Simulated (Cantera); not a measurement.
# Aluminium nitride and oxide growth: Al(CH3)3 + N2O + H2

Input: 1 mol Al(CH3)3, 37 mol N2O, 13 mol H2, at 0.100 bar.

Cantera equilibrium calculation (NASA polynomials, part measured and part estimated; ideal gas, pure solids and liquids). Candidate condensed phases: Al, AlN, Al2O3, C, C6H6, C7H8, C8H18, H2O; 148 gas species. The feed counts by its element totals alone. Gases not in the tables: Al(OH)3. Equilibrium is a limit: real reactors are often held back by kinetics, nucleation or transport.

| T (K) | log p N2 | log p H2O | log p O2 | log p CO2 | log p NO | log p OH | log p H2 | log p O | n Al2O3(s) |
|---|---|---|---|---|---|---|---|---|---|
| 1398 | -1.23 | -1.56 | -2.03 | -2.33 | -4.38 | -5.14 | -6.91 | -7.05 | 0.500 |
| 1448 | -1.23 | -1.56 | -2.03 | -2.33 | -4.27 | -4.93 | -6.58 | -6.72 | 0.500 |
| 1498 | -1.23 | -1.56 | -2.03 | -2.33 | -4.16 | -4.73 | -6.28 | -6.42 | 0.500 |
| 1548 | -1.23 | -1.56 | -2.03 | -2.33 | -4.05 | -4.55 | -6.00 | -6.13 | 0.500 |
| 1598 | -1.24 | -1.56 | -2.03 | -2.33 | -3.96 | -4.38 | -5.73 | -5.86 | 0.500 |
| 1648 | -1.24 | -1.56 | -2.03 | -2.33 | -3.87 | -4.22 | -5.49 | -5.61 | 0.500 |
| 1698 | -1.24 | -1.56 | -2.03 | -2.33 | -3.78 | -4.06 | -5.25 | -5.37 | 0.500 |
| 1748 | -1.24 | -1.56 | -2.03 | -2.33 | -3.70 | -3.92 | -5.03 | -5.15 | 0.500 |
| 1798 | -1.24 | -1.56 | -2.03 | -2.33 | -3.63 | -3.79 | -4.82 | -4.94 | 0.500 |
| 1848 | -1.24 | -1.56 | -2.03 | -2.33 | -3.56 | -3.66 | -4.62 | -4.74 | 0.500 |
| 1898 | -1.24 | -1.56 | -2.04 | -2.33 | -3.49 | -3.54 | -4.44 | -4.55 | 0.500 |
log p: log10 of the partial pressure in bar; n: condensed amount in mol.

From 1398 K to 1898 K the condensed part is Al2O3(s).
